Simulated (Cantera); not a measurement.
Feed: 1 mol Si, 0.16 mol N₂O, 830 mol H₂, held at 852 °C and 7.50 Torr.

Cantera equilibrium calculation (NASA polynomials, part measured and part estimated; ideal gas, pure solids and liquids). Candidate condensed phases: H₂O, Si, SiO₂, Si₂N₂O, Si₃N₄; 35 gas species. Mutual solubility and eutectic melting of coexisting phases are not modelled. The numbers say what is thermodynamically allowed, not how fast it happens.

What is the equilibrium state?


```
Item              Value
------------  ---------
x(H₂)              1.00
n(Si(s))      0.680 mol
n(Si₂N₂O(s))  0.160 mol
gas amount    830.0 mol
```
